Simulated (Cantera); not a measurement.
An isothermal, constant-pressure homogeneous reactor starts with CO : O₂ : H₂O : N₂ = 0.03 : 0.004 : 0.00093 : 1 (molar parts), at 1150 K and 0.987 atm.

Model: GRI-Mech 3.0 (53 species, 325 reactions), integrated in Cantera.

Problem. Predict: x(CO) at 40.0 s; x(H₂O) at 40.0 s; x(H₂) at 40.0 s; x(NO) at 40.0 s; x(CO₂) at 40.0 s.

Solution. 
* **x(CO) at 40.0 s**: 0.0207 (gas-phase equilibrium 0.0207)
* **x(H₂O) at 40.0 s**: 0.000309 (gas-phase equilibrium 0.000293)
* **x(H₂) at 40.0 s**: 0.000593 (gas-phase equilibrium 0.000610)
* **x(NO) at 40.0 s**: 1.90e-7 (gas-phase equilibrium <1e-12)
* **x(CO₂) at 40.0 s**: 0.00835 (gas-phase equilibrium 0.00837)
